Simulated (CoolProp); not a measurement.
Saturation properties of nitrous oxide.

Values from CoolProp's reference Helmholtz-energy equation of state, Lemmon 2006. It is a short technical equation, of lower accuracy than the large ones.

```
T (K)  p (kPa)  vapour density (kg/m³)  enthalpy of vaporisation (kJ/kg)  surface tension (mN/m)
-----  -------  ----------------------  --------------------------------  ----------------------
220.9    592.6                   15.62                             329.1                    15.7
223.4    653.8                   17.17                             325.6                    15.2
225.8    717.0                   18.76                             322.1                    14.7
228.3    787.5                   20.54                             318.4                    14.2
230.8    863.0                   22.44                             314.7                    13.6
233.3    943.8                   24.49                             310.8                    13.1
235.7     1026                   26.59                             307.0                    12.6
238.2     1118                   28.93                             303.0                    12.1
240.7     1216                   31.43                             298.8                    11.6
243.2     1319                   34.11                             294.6                    11.1
245.6     1425                   36.86                             290.4                    10.6
248.1     1541                   39.91                             285.9                    10.1
250.6     1664                   43.17                             281.3                    9.62
253.1     1794                   46.66                             276.6                    9.13
255.6     1932                   50.38                             271.8                    8.64
```

It boils at 184.7 K under 1 atm.

Surface tension comes from a separate correlation (Mulero 2012).
